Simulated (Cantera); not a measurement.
An isothermal, constant-pressure homogeneous reactor starts with H2 : O2 = 0.033 : 1 (molar parts), equivalence ratio 0.017, at 1050 K and 240 Pa. Integrator tolerance rtol = 1e-08.

Model: GRI-Mech 3.0 (53 species, 325 reactions), integrated in Cantera. Radical loss at walls, strong at low pressure, is not modelled.

Q: What does this change do: temperature 1050 to 1425 K?

A: 
| quantity | before | after |
|---|---|---|
| x(H2) at 10.0 s | 5.35e-6 (gas-phase equilibrium 2.45e-10) | 7.74e-5 (gas-phase equilibrium 4.46e-7) |
| x(O2) at 10.0 s | 0.967 (gas-phase equilibrium 0.968) | 0.962 (gas-phase equilibrium 0.967) |
| x(H2O) at 10.0 s | 0.0324 (gas-phase equilibrium 0.0325) | 0.0312 (gas-phase equilibrium 0.0324) |
| x(O) at 10.0 s | 0.000286 (gas-phase equilibrium 1.35e-8) | 0.00502 (gas-phase equilibrium 2.80e-5) |
| x(OH) at 10.0 s | 0.000160 (gas-phase equilibrium 1.10e-6) | 0.00195 (gas-phase equilibrium 0.000149) |
| x(H) at 10.0 s | 7.99e-6 (gas-phase equilibrium 2.61e-12) | 0.000221 (gas-phase equilibrium 9.36e-8) |
| x(H2O2) at 10.0 s | 7.30e-9 (gas-phase equilibrium 8.11e-12) | 3.24e-9 (gas-phase equilibrium 2.05e-10) |
